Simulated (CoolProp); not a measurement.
Saturation properties of decamethylcyclopentasiloxane (D5) (Tc = 618.3 K, pc = 10.78 bar, ω = 0.631).

Values from CoolProp's reference Helmholtz-energy equation of state, Thol 2019.

```
T (K)    p (bar)  liquid density (kg/m³)  vapour density (kg/m³)  liquid cp (kJ/(kg K))  surface tension (mN/m)
-----  ---------  ----------------------  ----------------------  ---------------------  ----------------------
281.5   3.996e-5                   971.5               0.0006331                  1.699                    19.4
289     8.369e-5                   963.4                0.001291                  1.704                    18.8
296.5  0.0001668                   955.4                0.002509                  1.710                    18.2
304.1  0.0003206                   947.3                0.004702                  1.717                    17.6
311.6  0.0005858                   939.3                0.008386                  1.725                    17.1
319.1   0.001031                   931.3                 0.01441                  1.733                    16.5
326.6   0.001751                   923.3                 0.02392                  1.742                    15.9
334.2   0.002900                   915.2                 0.03873                  1.751                    15.4
341.7   0.004629                   907.2                 0.06051                  1.761                    14.8
349.2   0.007192                   899.2                 0.09204                  1.771                    14.3
356.7    0.01089                   891.1                  0.1366                  1.782                    13.8
364.3    0.01620                   882.9                  0.1991                  1.793                    13.2
371.8    0.02345                   874.8                  0.2828                  1.804                    12.7
379.3    0.03327                   866.7                  0.3940                  1.816                    12.2
386.8    0.04633                   858.5                  0.5391                  1.827                    11.7
```

It boils at 484.1 K under 1 atm.

Surface tension comes from a separate correlation (Mulero 2014), older than this fluid's equation and unchecked against measurements.
